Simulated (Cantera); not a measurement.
Cantera run, input and output.

```python
import numpy as np
import cantera as ct

gas = ct.Solution("gri30.yaml")


def delay(T, t_max=10):
    gas.TPX = T, 101325, {'CO': 1, 'H2': 0.073, 'CH4': 0.061, 'O2': 0.748, 'N2': 2.81}
    reactor = ct.IdealGasReactor(gas, clone=False)
    net = ct.ReactorNet([reactor])
    net.rtol, net.atol = 1e-8, 1e-16
    while net.time < t_max:
        t_old, T_old = net.time, reactor.T
        net.step()
        if reactor.T > T + 400:  # ignition: a rise of 400 K
            return t_old + (T + 400 - T_old) / (reactor.T - T_old) * (net.time - t_old)
    return np.nan


taus = []
for T in [1225, 1325, 1425, 1525, 1625, 1725, 1825]:
    taus.append(delay(T))
    print(f"T0 = {T:6g} K   tau = {taus[-1]:.4e} s")
```

It prints:

```
T0 =   1225 K   tau = 1.8128e-04 s
T0 =   1325 K   tau = 1.1020e-04 s
T0 =   1425 K   tau = 7.7238e-05 s
T0 =   1525 K   tau = 5.9143e-05 s
T0 =   1625 K   tau = 4.8286e-05 s
T0 =   1725 K   tau = 4.1631e-05 s
T0 =   1825 K   tau = 3.7913e-05 s
```

Cantera simulation using GRI-Mech 3.0 (53 species, 325 reactions); the numbers are that mechanism's predictions, not measurements. Where the delays flatten at high temperature, the 400 K rule measures the pace of heat release, not the induction time.
